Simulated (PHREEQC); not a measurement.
Make-up at 25 °C: 7.3e-05 mol/kgw PbCl2. It is in equilibrium with CO2 at log p = 0 (atm). Otherwise closed; pH follows from the charge balance.

Equilibrium calculation in PHREEQC: ion-association model, phreeqc.dat.

This is a speciation only: nothing precipitates in the calculation.

Task: Predict the pH, ionic strength.

Result: pH 3.90; ionic strength 0.000334 mol/kgw.

Task: In which forms is Pb present?

Result: Pb+2 91 %, PbHCO3+ 8.1 % of the Pb.

Species that the database lacks are ignored.
